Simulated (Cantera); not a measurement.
An adiabatic, constant-volume homogeneous reactor starts with CH₃OH : O₂ : N₂ = 1 : 0.625 : 5.56 (molar parts), at 1475 K and 25000 Pa.

Model: GRI-Mech 3.0 (53 species, 325 reactions), integrated in Cantera. GRI-Mech 3.0 was tuned for natural gas; its chemistry of methanol as a main component is partial and can be far from experiment.

Problem. Predict: time of steepest temperature rise; temperature at 1.00 s; equilibrium temperature; x(O₂) at 1.00 s; x(H₂) at 1.00 s; x(N₂O) at 1.00 s; x(O) at 1.00 s; x(CO₂) at 1.00 s.

Solution. 
| Property | Value |
|---|---|
| time of steepest temperature rise | 0.956 ms |
| temperature at 1.00 s | 2331 K |
| equilibrium temperature | 2331 K |
| x(O₂) at 1.00 s | 1.82e-5 (gas-phase equilibrium 1.82e-5) |
| x(H₂) at 1.00 s | 0.105 (gas-phase equilibrium 0.105) |
| x(N₂O) at 1.00 s | 4.89e-9 (gas-phase equilibrium 4.89e-9) |
| x(O) at 1.00 s | 3.70e-5 (gas-phase equilibrium 3.70e-5) |
| x(CO₂) at 1.00 s | 0.0200 (gas-phase equilibrium 0.0200) |
